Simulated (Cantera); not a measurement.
An adiabatic, constant-volume homogeneous reactor starts with CH₄ : CO : O₂ : N₂ : CO₂ = 1 : 0.056 : 1.84 : 6.93 : 1.8 (molar parts), equivalence ratio 1.1, at 1750 K and 0.987 atm.

Model: GRI-Mech 3.0 (53 species, 325 reactions), integrated in Cantera.

x: mole fraction; the columns are a selection and need not sum to one.

| t (s) | T (K) | P (bar) | x CH₄ | x CO | x O₂ | x N₂O | x H | x CO₂ | x CH₂O |
|---|---|---|---|---|---|---|---|---|---|
| 2.00e-6 | 1750 | 1.000 | 0.0860 | 0.00482 | 0.158 | 7.83e-12 | 4.60e-7 | 0.155 | 1.32e-7 |
| 4.93e-6 | 1750 | 1.000 | 0.0860 | 0.00482 | 0.158 | 3.29e-11 | 4.89e-7 | 0.155 | 9.55e-7 |
| 1.21e-5 | 1750 | 1.000 | 0.0859 | 0.00482 | 0.158 | 1.53e-10 | 5.82e-7 | 0.155 | 6.80e-6 |
| 2.99e-5 | 1749 | 1.000 | 0.0857 | 0.00482 | 0.158 | 6.96e-10 | 9.74e-7 | 0.155 | 5.13e-5 |
| 7.37e-5 | 1751 | 1.00 | 0.0843 | 0.00490 | 0.157 | 3.10e-9 | 4.28e-6 | 0.155 | 0.000428 |
| 0.000182 | … | 1.55 | … | 0.0927 | … | … | … | 0.134 | … |
| 0.000447 | 2752 | 1.67 | <1e-12 | 0.0861 | 0.0270 | 5.08e-7 | 0.00595 | 0.145 | 6.87e-10 |
| 0.00110 | 2749 | 1.67 | <1e-12 | 0.0861 | 0.0257 | 5.23e-7 | 0.00583 | 0.145 | 6.91e-10 |
| 0.00271 | 2743 | 1.66 | <1e-12 | 0.0863 | 0.0243 | 5.61e-7 | 0.00572 | 0.145 | 6.96e-10 |
| 0.00669 | 2741 | 1.66 | <1e-12 | 0.0864 | 0.0238 | 5.80e-7 | 0.00569 | 0.145 | 6.98e-10 |
| 0.0165 | 2741 | 1.66 | <1e-12 | 0.0864 | 0.0237 | 5.81e-7 | 0.00569 | 0.145 | 6.98e-10 |
| 0.0406 | 2741 | 1.66 | <1e-12 | 0.0864 | 0.0237 | 5.81e-7 | 0.00569 | 0.145 | 6.98e-10 |
| 0.100 | 2741 | 1.66 | <1e-12 | 0.0864 | 0.0237 | 5.81e-7 | 0.00569 | 0.145 | 6.98e-10 |

Problem. What belongs in the gaps?

Solution. 
- 0.000182, T (K): 2521
- 0.000182, x CH₄: 0.000148
- 0.000182, x O₂: 0.0424
- 0.000182, x N₂O: 1.11e-7
- 0.000182, x H: 0.0118
- 0.000182, x CH₂O: 9.65e-5
